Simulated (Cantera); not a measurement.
# Halide evaporation, hydrolysis and transport: CaCl₂ + O₂ + N₂

Charge: 1 mol CaCl₂, 0.2 mol O₂, a varied amount of N₂, at 1000 K and 0.230 bar.

Cantera equilibrium calculation (NASA polynomials, part measured and part estimated; ideal gas, pure solids and liquids). Candidate condensed phases: Ca, CaCl₂, CaO; 17 gas species. Condensed phases not in the tables: oxide chlorides. Kinetics and transport are ignored.

```json
[
 {"n(N₂) (mol)": "4.1", "x N₂": "0.953", "x O₂": "0.0465", "x NO": "1.62e-5", "x Cl₂": "7.15e-7", "x Cl": "6.85e-7", "x NO₂": "1.97e-7", "x CaCl₂": "9.54e-8", "x ClO": "4.40e-9", "n CaCl₂(s)": "1.000", "n CaO(s)": "0"},
 {"n(N₂) (mol)": "5.6", "x N₂": "0.966", "x O₂": "0.0345", "x NO": "1.40e-5", "x Cl₂": "6.15e-7", "x Cl": "6.35e-7", "x NO₂": "1.47e-7", "x CaCl₂": "9.54e-8", "x ClO": "3.52e-9", "n CaCl₂(s)": "1.000", "n CaO(s)": "0"},
 {"n(N₂) (mol)": "7.7", "x N₂": "0.975", "x O₂": "0.0253", "x NO": "1.21e-5", "x Cl₂": "5.27e-7", "x Cl": "5.88e-7", "x NO₂": "1.09e-7", "x CaCl₂": "9.54e-8", "x ClO": "2.79e-9", "n CaCl₂(s)": "1.000", "n CaO(s)": "0"},
 {"n(N₂) (mol)": "11", "x N₂": "0.982", "x O₂": "0.0179", "x NO": "1.02e-5", "x Cl₂": "4.43e-7", "x Cl": "5.39e-7", "x NO₂": "7.69e-8", "x CaCl₂": "9.54e-8", "x ClO": "2.15e-9", "n CaCl₂(s)": "1.000", "n CaO(s)": "0"},
 {"n(N₂) (mol)": "15", "x N₂": "0.987", "x O₂": "0.0132", "x NO": "8.76e-6", "x Cl₂": "3.80e-7", "x Cl": "4.99e-7", "x NO₂": "5.68e-8", "x CaCl₂": "9.54e-8", "x ClO": "1.71e-9", "n CaCl₂(s)": "1.000", "n CaO(s)": "0"},
 {"n(N₂) (mol)": "20", "x N₂": "0.990", "x O₂": "0.00990", "x NO": "7.61e-6", "x Cl₂": "3.30e-7", "x Cl": "4.65e-7", "x NO₂": "4.28e-8", "x CaCl₂": "9.54e-8", "x ClO": "1.38e-9", "n CaCl₂(s)": "1.000", "n CaO(s)": "0"},
 {"n(N₂) (mol)": "27", "x N₂": "0.993", "x O₂": "0.00735", "x NO": "6.57e-6", "x Cl₂": "2.84e-7", "x Cl": "4.32e-7", "x NO₂": "3.18e-8", "x CaCl₂": "9.54e-8", "x ClO": "1.10e-9", "n CaCl₂(s)": "1.000", "n CaO(s)": "0"},
 {"n(N₂) (mol)": "38", "x N₂": "0.995", "x O₂": "0.00523", "x NO": "5.55e-6", "x Cl₂": "2.40e-7", "x Cl": "3.97e-7", "x NO₂": "2.27e-8", "x CaCl₂": "9.54e-8", "x ClO": "8.56e-10", "n CaCl₂(s)": "1.000", "n CaO(s)": "0"},
 {"n(N₂) (mol)": "52", "x N₂": "0.996", "x O₂": "0.00383", "x NO": "4.75e-6", "x Cl₂": "2.05e-7", "x Cl": "3.67e-7", "x NO₂": "1.66e-8", "x CaCl₂": "9.54e-8", "x ClO": "6.77e-10", "n CaCl₂(s)": "1.000", "n CaO(s)": "0"},
 {"n(N₂) (mol)": "71", "x N₂": "0.997", "x O₂": "0.00281", "x NO": "4.07e-6", "x Cl₂": "1.76e-7", "x Cl": "3.39e-7", "x NO₂": "1.22e-8", "x CaCl₂": "9.54e-8", "x ClO": "5.36e-10", "n CaCl₂(s)": "1.000", "n CaO(s)": "0"},
 {"n(N₂) (mol)": "97", "x N₂": "0.998", "x O₂": "0.00206", "x NO": "3.48e-6", "x Cl₂": "1.50e-7", "x Cl": "3.14e-7", "x NO₂": "8.92e-9", "x CaCl₂": "9.54e-8", "x ClO": "4.25e-10", "n CaCl₂(s)": "1.000", "n CaO(s)": "0"},
 {"n(N₂) (mol)": "130", "x N₂": "0.998", "x O₂": "0.00153", "x NO": "3.01e-6", "x Cl₂": "1.30e-7", "x Cl": "2.92e-7", "x NO₂": "6.66e-9", "x CaCl₂": "9.54e-8", "x ClO": "3.41e-10", "n CaCl₂(s)": "1.000", "n CaO(s)": "0"},
 {"n(N₂) (mol)": "180", "x N₂": "0.999", "x O₂": "0.00111", "x NO": "2.56e-6", "x Cl₂": "1.10e-7", "x Cl": "2.69e-7", "x NO₂": "4.81e-9", "x CaCl₂": "9.54e-8", "x ClO": "2.67e-10", "n CaCl₂(s)": "1.000", "n CaO(s)": "4.41e-5"}
]
```
x: gas mole fraction; n: condensed amount in mol.

From 4.1 mol N₂ to 130 mol N₂ the condensed part is CaCl₂(s). At 180 mol N₂ the condensed part is CaCl₂(s) + CaO(s). The main Ca-bearing gas is CaCl₂ throughout.
